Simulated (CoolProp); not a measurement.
Vapour-liquid equilibrium of carbon dioxide (1) + isopentane (2) at -18.35 °C; x and y are mole fractions of (1).

Values from CoolProp's multi-fluid Helmholtz-energy mixture model, Span 1996 and Lemmon 2006; pair parameters Kunz 2012.

| x | bubble pressure, mixture model (MPa) | bubble pressure, Raoult's law (MPa) | y, mixture model | y, Raoult's law |
|---|---|---|---|---|
| 0.05 | 0.1795 | 0.1175 | 0.918 | 0.882 |
| 0.15 | 0.4989 | 0.3232 | 0.970 | 0.962 |
| 0.25 | 0.7767 | 0.5289 | 0.981 | 0.979 |
| 0.35 | 0.9984 | 0.7346 | 0.985 | 0.987 |
| 0.45 | 1.169 | 0.9403 | 0.987 | 0.991 |
| 0.55 | 1.306 | 1.146 | 0.989 | 0.994 |
| 0.65 | 1.432 | 1.352 | 0.991 | 0.996 |
| 0.75 | 1.568 | 1.557 | 0.992 | 0.998 |
| 0.85 | 1.734 | 1.763 | 0.995 | 0.999 |
| 0.95 | 1.946 | 1.969 | 0.998 | 1.000 |

The largest gap from Raoult's law is +54.4 % in bubble pressure, at x = 0.15. No azeotrope shows between x = 0.05 and 0.95.

The pair parameters rest on a limited set of measurements; away from them the model extrapolates. The gap from Raoult's law changes sign with composition, which may be real or a fault of the pair parameters; it wasn't checked against measurements. With so large a gap from Raoult's law the liquid may split in two, which this calculation doesn't test in full.
